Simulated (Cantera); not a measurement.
What does this Cantera script print?

```python
import numpy as np
import cantera as ct

gas_names = """
    B BH BH2 BH3 BN B2 H H2 N NH NH2 NH3 N2 N2H2 N2H4
""".split()
cond_names = """
    B(b) B(L) BN(s)
""".split()


# ... load() reads the species with a 1 bar reference pressure and builds the phases ...
atoms = {
    'borazine': {'B': 3, 'N': 3, 'H': 6},
    'H2': {'H': 2},
}
top_T = {'BN(s)': 3200}  # K; cautious upper limits of use, not melting points


# ... equilibrate(T, P, feed) seeds the gas with the atoms and calls Mixture.equilibrate('TP', solver="vcs", rtol=1e-11, max_steps=5000) ...
results = []
feed = {'borazine': 1, 'H2': 70}  # mol
T = 1173.15  # K
P = 13332.2  # Pa
mix = equilibrate(T, P, feed)
results.append((T, P, feed, dict(zip(mix.species_names, mix.species_moles))))
print(gas.report(threshold=1e-05))
for i in range(1, mix.n_phases):
    print(f"{mix.phase(i).name:16s} {mix.phase_moles(i):12.5e} mol")
```

Output:

```
       temperature   1173.2 K
          pressure   13332 Pa
           density   0.0027555 kg/m^3
  mean mol. weight   2.016 kg/kmol
   phase of matter   gas

                          1 kg             1 kmol
                     ---------------   ---------------
          enthalpy        1.2887e+07         2.598e+07  J
   internal energy        8.0485e+06        1.6226e+07  J
           entropy             93189        1.8787e+05  J/K
    Gibbs function       -9.6438e+07       -1.9442e+08  J
 heat capacity c_p             15361             30969  J/K
 heat capacity c_v             11237             22654  J/K

                      mass frac. Y      mole frac. X     chem. pot. / RT
                     ---------------   ---------------   ---------------
                H2                 1                 1           -19.932
     [  +14 minor]        2.5134e-07        3.3415e-07

B(b)              0.00000e+00 mol
BN(s)             3.00000e+00 mol
```

Equilibrium computed with Cantera from the NASA thermochemical tables; the gas is ideal and each condensed phase is pure. The feed counts by its element totals alone.
